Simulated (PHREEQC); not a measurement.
NaCl is added in steps, without added water, to 1 kg of water holding 2.9 mmol/kgw Ca(NO3)2, 0.0031 mmol/kgw PbCl2 and 0.44 mmol/kgw NaHSO4, at 25 °C. Oxygen is held at 0.21 atm. No CO2 enters from the air. Only these solids could form: Gypsum, Portlandite, Litharge, Anglesite, Cotunnite, Laurionite, Larnakite, Halite, Mirabilite.

Base run: PHREEQC, ion-association model, wateq4f.dat. Each further column changes one thing. The table gives pH.

```tsv
NaCl added (mol)	base	NaHSO4 left out	NaHSO4 from 0.00044 to 0.00088 mol/kgw	no solid may form
0	3.41	6.66	3.11	3.41
0.000725	3.41	6.67	3.12	3.41
0.001087	3.41	6.67	3.12	3.41
0.001813	3.41	6.67	3.12	3.41
0.002175	3.41	6.68	3.12	3.41
0.0029	3.41	6.68	3.12	3.41
0.003625	3.41	6.68	3.12	3.41
0.003987	3.41	6.69	3.12	3.41
0.004712	3.41	6.69	3.12	3.41
0.005075	3.41	6.69	3.12	3.41
0.0058	3.41	6.70	3.12	3.41
```

 Solids allowed in the column 'NaHSO4 left out': Portlandite, Litharge, Cotunnite, Laurionite, Halite.
